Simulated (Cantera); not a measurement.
# Premixed flame

A freely propagating, adiabatic, planar premixed flame of 3.95 % C2H4, 17.0 % O2, 69.6 % N2, 9.49 % H2O, unburnt at 450 K and 10.0 bar; multicomponent transport, grid criteria slope 0.08 and curve 0.16, no radiation.

Model: GRI-Mech 3.0 (53 species, 325 reactions), integrated in Cantera. GRI-Mech 3.0 was tuned for natural gas; its chemistry of ethylene as a main component is partial and can be far from experiment. Burning velocities carry a grid error of a few per cent, more on coarse grids.

```csv
z (mm),T (K),u (m/s),x C2H4,x O2,x H2O,x H2,x O,x HO2
-0.296,451,0.214,0.0395,0.170,0.0950,0.000206,<1e-8,9.73e-8
-0.198,456,0.216,0.0395,0.169,0.0954,0.000449,<1e-8,6.00e-7
-0.148,473,0.224,0.0393,0.168,0.0968,0.000721,<1e-8,2.58e-6
-0.0988,559,0.266,0.0377,0.162,0.103,0.00118,<1e-8,1.78e-5
-0.0494,889,0.426,0.0282,0.136,0.124,0.00183,4.08e-8,0.000163
-0.0247,1204,0.579,0.0158,0.108,0.144,0.00216,5.74e-6,0.000453
0,1529,0.737,0.00311,0.0776,0.162,0.00217,0.000111,0.000317
0.0247,1703,0.817,0.000136,0.0622,0.169,0.00142,0.000301,8.28e-5
0.0494,1780,0.849,3.06e-6,0.0562,0.171,0.000889,0.000308,3.82e-5
0.0988,1842,0.875,<1e-8,0.0521,0.173,0.000422,0.000171,1.44e-5
0.198,1870,0.886,<1e-8,0.0506,0.174,0.000130,5.83e-5,4.10e-6
0.395,1878,0.890,<1e-8,0.0503,0.174,3.89e-5,2.25e-5,1.63e-6
0.790,1879,0.890,<1e-8,0.0503,0.175,2.75e-5,1.79e-5,1.37e-6
```
x: mole fraction of selected species; z is measured from the peak of heat release.

| Item | Value |
|---|---|
| laminar burning velocity | 21.3 cm/s |
| thermal thickness | 0.0988 mm |
| peak x(H2) | 0.00228 |
| peak x(O) | 0.000326 |
| peak x(HO2) | 0.000503 |
| grid points | 133 |
